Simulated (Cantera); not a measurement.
A perfectly stirred reactor is fed with CH₄ : N₂ : H₂O = 1 : 73 : 1.4 (molar parts), at 85000 Pa; it is held at 1975 K, and followed from long to short residence time.

Cantera simulation using GRI-Mech 3.0 (53 species, 325 reactions); the numbers are that mechanism's predictions, not measurements.

One state of this run: x CH₄ = 0.000638; x C₂H₆ = 1.23e-7; x CH₂ = 9.66e-7; x HCN = 0.000262; x H = 0.000232; x C₂H₄ = 4.59e-6; x C₂H = 3.36e-7. x: mole fraction; the columns are a selection and need not sum to one.

Q: Which value of τ (s) does it belong to?
(A) 0.090
(B) 0.65
(C) 0.0046
(D) 0.034

A: A, 0.090
